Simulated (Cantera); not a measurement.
Input: 1 mol BN, 23 mol Cl2, 0.94 mol N2, equilibrated at 1727 °C and 105 Torr.

These are equilibrium values from Cantera (NASA tables, ideal gas, pure condensed phases), not measurements of a reactor. Candidate condensed phases: B, BN; 10 gas species. The tables' values for BCl2 are old estimates; treat these amounts as uncertain. Kinetics and transport are ignored.

Base state: Cl 0.781, Cl2 0.157, N2 0.0367, BCl3 0.0254, BCl2 3.90e-5 (mole fractions); condensed: gas only.

What changes in the equilibrium state with this change: pressure from 105 Torr to 743 Torr?


```
species   before    after
-------  -------  -------
Cl         0.781    0.489
Cl2        0.157    0.434
N2        0.0367   0.0455
BCl3      0.0254   0.0316
BCl2     3.90e-5  1.09e-5
```

What changes in the equilibrium state with this change: temperature from 1727 °C to 1152 °C?


```tsv
species	before	after
Cl2	0.157	0.819
Cl	0.781	0.0831
N2	0.0367	0.0577
BCl3	0.0254	0.0400
BCl2	3.90e-5	1.18e-8
```
